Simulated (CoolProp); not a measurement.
Values from CoolProp's reference Helmholtz-energy equation of state, Platzer 1990. This equation is an older, rougher fit; its heat capacities, sound speeds and derivatives of the liquid may be far off and weren't checked against measurements.

Q: Give the vapour pressure (kPa), vapour density (kg/m³), surface tension (mN/m) of saturated R21 at -11.85, 39.65 °C.

A: 
| T (°C) | p (kPa) | vapour density (kg/m³) | surface tension (mN/m) |
|---|---|---|---|
| -11.85 | 42.1 | 2.03 | 23.3 |
| 39.65 | 292 | 12.5 | 15.7 |

Surface tension comes from a separate correlation (Mulero 2012).
